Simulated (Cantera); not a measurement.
**Premixed flame**

A freely propagating, adiabatic, planar premixed flame of 36.5 % H₂, 12.1 % O₂, 45.6 % N₂, 5.83 % H₂O, unburnt at 425 K and 11000 Pa; multicomponent+Soret transport, grid criteria slope 0.08 and curve 0.16, no radiation.

Computed with Cantera and the H2/O2 subset of GRI-Mech 3.0, which has no nitrogen chemistry. Burning velocities carry a grid error of a few per cent, more on coarse grids.

| z (mm) | T (K) | u (m/s) | x H₂ | x O₂ | x H₂O | x HO₂ | x H₂O₂ | x H |
|---|---|---|---|---|---|---|---|---|
| -20.4 | 425 | 3.43 | 0.365 | 0.121 | 0.0583 | <1e-8 | <1e-8 | <1e-8 |
| -13.6 | 425 | 3.43 | 0.365 | 0.121 | 0.0583 | <1e-8 | <1e-8 | <1e-8 |
| -10.2 | 425 | 3.43 | 0.365 | 0.121 | 0.0583 | <1e-8 | <1e-8 | <1e-8 |
| -6.81 | 425 | 3.43 | 0.365 | 0.121 | 0.0583 | 1.25e-8 | <1e-8 | <1e-8 |
| -3.40 | 430 | 3.45 | 0.360 | 0.122 | 0.0589 | 6.76e-5 | 1.90e-6 | 4.10e-5 |
| -1.70 | 611 | 4.77 | 0.327 | 0.119 | 0.0748 | 5.47e-5 | 8.32e-6 | 0.00608 |
| 0 | 1033 | 7.87 | 0.212 | 0.0772 | 0.165 | 1.50e-5 | 3.36e-7 | 0.0577 |
| 1.70 | 1301 | 9.85 | 0.110 | 0.0171 | 0.277 | 2.86e-6 | 4.36e-7 | 0.0998 |
| 3.40 | 1405 | 10.6 | 0.100 | 0.00811 | 0.295 | 1.23e-6 | 4.08e-7 | 0.0972 |
| 6.81 | 1519 | 11.4 | 0.106 | 0.00648 | 0.300 | 8.57e-7 | 3.20e-7 | 0.0842 |
| 13.6 | 1647 | 12.2 | 0.113 | 0.00512 | 0.305 | 5.99e-7 | 1.95e-7 | 0.0689 |
| 27.2 | 1778 | 13.1 | 0.118 | 0.00365 | 0.312 | 3.95e-7 | 1.04e-7 | 0.0536 |
| 54.4 | 1901 | 13.8 | 0.123 | 0.00230 | 0.319 | 2.46e-7 | 5.28e-8 | 0.0394 |
x: mole fraction of selected species; z is measured from the peak of heat release.

- laminar burning velocity: 343 cm/s
- thermal thickness: 6.81 mm
- peak x(HO₂): 0.000100
- peak x(H₂O₂): 1.07e-5
- peak x(H): 0.101
- grid points: 141
